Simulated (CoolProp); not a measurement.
Saturated liquid density (kg/m³) of sulfur dioxide: the reference equation beside estimates from Tc = 430.6 K, pc = 7.887 MPa, ω = 0.256. Rackett uses Z = 0.29056 − 0.08775 ω.

Computed with CoolProp (reference Helmholtz-energy equation of state, Gao 2016).

```json
[
 {"T (K)": "296.6", "reference": "1371", "Rackett": "1352", "van der Waals": "813.2", "Redlich-Kwong": "1182", "Soave-Redlich-Kwong": "1228"},
 {"T (K)": "304.8", "reference": "1348", "Rackett": "1329", "van der Waals": "799.9", "Redlich-Kwong": "1158", "Soave-Redlich-Kwong": "1206"},
 {"T (K)": "313", "reference": "1324", "Rackett": "1306", "van der Waals": "786.1", "Redlich-Kwong": "1133", "Soave-Redlich-Kwong": "1182"},
 {"T (K)": "321.3", "reference": "1299", "Rackett": "1282", "van der Waals": "771.5", "Redlich-Kwong": "1107", "Soave-Redlich-Kwong": "1157"},
 {"T (K)": "329.5", "reference": "1273", "Rackett": "1257", "van der Waals": "756.5", "Redlich-Kwong": "1080", "Soave-Redlich-Kwong": "1131"},
 {"T (K)": "337.7", "reference": "1246", "Rackett": "1231", "van der Waals": "740.9", "Redlich-Kwong": "1052", "Soave-Redlich-Kwong": "1103"},
 {"T (K)": "345.9", "reference": "1218", "Rackett": "1204", "van der Waals": "724.4", "Redlich-Kwong": "1023", "Soave-Redlich-Kwong": "1073"},
 {"T (K)": "354.1", "reference": "1189", "Rackett": "1176", "van der Waals": "707.1", "Redlich-Kwong": "991.3", "Soave-Redlich-Kwong": "1042"},
 {"T (K)": "362.3", "reference": "1158", "Rackett": "1146", "van der Waals": "688.8", "Redlich-Kwong": "958.3", "Soave-Redlich-Kwong": "1008"},
 {"T (K)": "370.6", "reference": "1124", "Rackett": "1114", "van der Waals": "669.0", "Redlich-Kwong": "922.7", "Soave-Redlich-Kwong": "971.3"},
 {"T (K)": "378.8", "reference": "1088", "Rackett": "1080", "van der Waals": "648.0", "Redlich-Kwong": "885.0", "Soave-Redlich-Kwong": "931.9"},
 {"T (K)": "387", "reference": "1049", "Rackett": "1044", "van der Waals": "625.3", "Redlich-Kwong": "844.3", "Soave-Redlich-Kwong": "888.8"},
 {"T (K)": "395.2", "reference": "1005", "Rackett": "1003", "van der Waals": "600.3", "Redlich-Kwong": "799.8", "Soave-Redlich-Kwong": "841.1"}
]
```

Absolute difference from the reference over all 13 rows, mean and median: Rackett 1.0 and 1.1 %, van der Waals 40.5 and 40.5 %, Redlich-Kwong 16.5 and 16.0 %, Soave-Redlich-Kwong 12.5 and 11.9 %.
